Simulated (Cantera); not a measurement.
A freely propagating, adiabatic, planar premixed flame of H2 : O2 : N2 = 1 : 0.333 : 1.25 (molar parts), unburnt at 550 K and 910000 Pa; mixture-averaged transport, grid criteria slope 0.08 and curve 0.16, no radiation.

Model: the H2/O2 subset of GRI-Mech 3.0, which has no nitrogen chemistry, integrated in Cantera. The hydrogen kinetics of GRI-Mech 3.0 are dated; newer H2 mechanisms differ, most at raised pressure. Burning velocities carry a grid error of a few per cent, more on coarse grids.

x: mole fraction of selected species; z is measured from the peak of heat release.

| z (mm) | T (K) | u (m/s) | x H2 | x O2 | x H2O | x O | x HO2 | x H |
|---|---|---|---|---|---|---|---|---|
| -0.0766 | 550 | 7.38 | 0.387 | 0.129 | <1e-8 | <1e-8 | <1e-8 | <1e-8 |
| -0.0510 | 550 | 7.38 | 0.387 | 0.129 | 5.25e-8 | <1e-8 | <1e-8 | <1e-8 |
| -0.0383 | 550 | 7.38 | 0.387 | 0.129 | 4.57e-7 | <1e-8 | 6.39e-8 | <1e-8 |
| -0.0255 | 551 | 7.39 | 0.386 | 0.129 | 1.57e-5 | [?] | 3.09e-6 | <1e-8 |
| -0.0128 | 621 | 8.14 | 0.369 | 0.131 | 0.00302 | [?] | 0.000713 | 6.04e-5 |
| -0.00638 | 952 | 12.0 | 0.324 | 0.122 | 0.0346 | [?] | 0.00116 | 0.00340 |
| 0 | 1413 | 17.3 | 0.250 | 0.0878 | 0.111 | [?] | 0.000547 | 0.0184 |
| 0.00638 | 1740 | 21.1 | 0.184 | 0.0446 | 0.193 | 0.00348 | 0.000244 | 0.0353 |
| 0.0128 | 1918 | 23.1 | 0.149 | 0.0193 | 0.240 | 0.00324 | 9.89e-5 | 0.0423 |
| 0.0255 | 2081 | 24.9 | 0.133 | 0.00474 | 0.269 | [?] | 2.30e-5 | 0.0394 |
| 0.0510 | 2215 | 26.3 | 0.134 | 0.00138 | 0.280 | [?] | 7.04e-6 | 0.0287 |
| 0.102 | 2318 | 27.3 | 0.137 | 0.000590 | 0.286 | [?] | 2.96e-6 | 0.0186 |
| 0.204 | 2389 | 28.0 | 0.140 | 0.000228 | 0.291 | [?] | 1.04e-6 | 0.0112 |

### Question
What belongs in the gaps?

### Answer

- -0.0255, x O: 6.72e-8
- -0.0128, x O: 1.30e-5
- -0.00638, x O: 0.000329
- 0, x O: 0.00209
- 0.0255, x O: 0.00228
- 0.0510, x O: 0.00130
- 0.102, x O: 0.000592
- 0.204, x O: 0.000227
